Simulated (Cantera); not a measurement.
Feed: 1 mol SiC, 0.038 mol H2O, 1.3 mol H2, equilibrated at 13300 Pa.

Equilibrium computed with Cantera from the NASA thermochemical tables; the gas is ideal and each condensed phase is pure. Candidate condensed phases: C, C6H6, C7H8, C8H18, H2O, Si, SiC, SiO2; 123 gas species. Mutual solubility and eutectic melting of coexisting phases are not modelled. The tables hold silica as quartz up to 1696 K and as liquid above; real silica turns to tridymite and cristobalite and melts near 1996 K. Gases not in the tables: Si2H6 and higher silanes. Equilibrium is a limit: real reactors are often held back by kinetics, nucleation or transport.

x: gas mole fraction; n: condensed amount in mol.

```
T (K)   x H2       x H     x CO     x SiO      x Si     x SiH    x CH4  n SiC(s)  n SiO2(β-quartz)
-----  -----  --------  -------  --------  --------  --------  -------  --------  ----------------
1373   0.990   9.08e-6  0.00911   2.54e-5  1.97e-11  4.06e-11      ___     0.987            0.0128
1448   0.990   2.51e-5  0.00937  0.000220  5.02e-10  7.31e-10      ___     0.987            0.0125
1523   0.989   6.29e-5  0.00984   0.00153   9.13e-9   9.69e-9      ___     0.987            0.0113
1598   0.979  0.000144   0.0120   0.00832   1.13e-7   9.00e-8      ___     0.984           0.00509
1673   0.972  0.000308   0.0138    0.0138   6.84e-7   4.16e-7      ___     0.981                 0
1748   0.972  0.000617   0.0138    0.0138   2.98e-6   1.43e-6      ___     0.981                 0
1823   0.971   0.00117   0.0138    0.0138   1.15e-5   4.42e-6      ___     0.981                 0
1898   0.970   0.00211   0.0138    0.0138   3.98e-5   1.25e-5      ___     0.981                 0
1973   0.969   0.00364   0.0139    0.0137  0.000125   3.24e-5      ___     0.981                 0
2048   0.966   0.00603   0.0140    0.0135  0.000356   7.77e-5      ___     0.981                 0
2123   0.962   0.00963   0.0144    0.0131  0.000929  0.000172  4.45e-6     0.980                 0
2198   0.955    0.0149   0.0151    0.0122   0.00219  0.000347  4.24e-6     0.979                 0
2273   0.944    0.0224   0.0165    0.0106   0.00460  0.000630  4.26e-6     0.976                 0
```

Task: Some entries are withheld; supply them.

Result: 
- 1373, x CH4: 0.000413
- 1448, x CH4: 0.000113
- 1523, x CH4: 3.54e-5
- 1598, x CH4: 1.36e-5
- 1673, x CH4: 9.36e-6
- 1748, x CH4: 7.99e-6
- 1823, x CH4: 6.91e-6
- 1898, x CH4: 6.06e-6
- 1973, x CH4: 5.38e-6
- 2048, x CH4: 4.84e-6
